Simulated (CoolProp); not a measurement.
Vapour-liquid equilibrium of ethane (1) + CHF3 (R23) (2) at 253.8 K; x and y are mole fractions of (1).

Model: multi-fluid Helmholtz-energy mixture model, Bücker 2006 and Penoncello 2003; pair parameters Bell 2016, in CoolProp.

```csv
x,"bubble pressure, mixture model (MPa)","bubble pressure, Raoult's law (MPa)","y, mixture model","y, Raoult's law"
0.05,1.639,1.425,0.139,0.051
0.15,1.916,1.427,0.292,0.152
0.25,2.062,1.430,0.374,0.253
0.35,2.137,1.432,0.430,0.354
0.45,2.169,1.434,0.476,0.454
0.55,2.167,1.437,0.520,0.554
0.65,2.132,1.439,0.568,0.654
0.75,2.051,1.442,0.630,0.753
0.85,1.900,1.444,0.718,0.852
0.95,1.638,1.446,0.871,0.951
```

The largest gap from Raoult's law is +51.3 % in bubble pressure, at x = 0.45. y crosses x between x = 0.45 and 0.55: the model has an azeotrope there.

The pair parameters rest on a limited set of measurements; away from them the model extrapolates. With so large a gap from Raoult's law the liquid may split in two, which this calculation doesn't test in full.
